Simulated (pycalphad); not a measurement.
CALPHAD calculation (pycalphad, COST 507 light-alloy database (1999)), 1 atm. The database dates from 1999; later assessments differ in places, in temperatures and in the compounds included. Amounts are mole fractions of atoms. Kinetics are ignored, which matters at the lower temperatures.

**Question.** Give the equilibrium state of Ti-18.68Hf-1.008B (wt.%) at 650 K.

**Answer.** hcp, fraction 0.901, with 19.7 Hf, <0.01 B wt.%; BM, fraction 0.099, with 0.92 Hf, 18.3 B wt.%.

**Question.** Give the equilibrium state of Ti-18.68Hf-1.008B (wt.%) at 1200 K.

**Answer.** 
```
T = 1200.00 K, P = 101325 Pa, N = 1 mol of atoms
G = -67867 J/mol, H = 22790 J/mol, S = 75.55 J/(mol K)  (SER reference)
chemical potentials (J/mol): Ti -59326, Hf -102713, B -182470
phase             fraction      x(Ti)      x(Hf)       x(B)
BCC_A2              0.9026     0.9375     0.0614     0.0011
BM                  0.0974     0.4961     0.0039     0.5000
```

Database names, with the compositions (at.%) that they take in these runs: BM: Ti 49 B 50 Hf 0. BCC_A2 is bcc.
